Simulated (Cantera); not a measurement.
Input: 1 mol C3H8, 0.082 mol O2, 9.8 mol N2, at 1.35 Torr.

Cantera equilibrium calculation (NASA polynomials, part measured and part estimated; ideal gas, pure solids and liquids). Candidate condensed phases: C, C6H6, C7H8, C8H18, H2O; 136 gas species. Equilibrium is a limit: real reactors are often held back by kinetics, nucleation or transport.

Task: At 2673 K, list the 5 most abundant gas species with their mole fractions, and the condensed phases.

Result: N2 0.570, H 0.315, H2 0.0679, HCN 0.0209, CO 0.00980. Condensed: C(graphite).
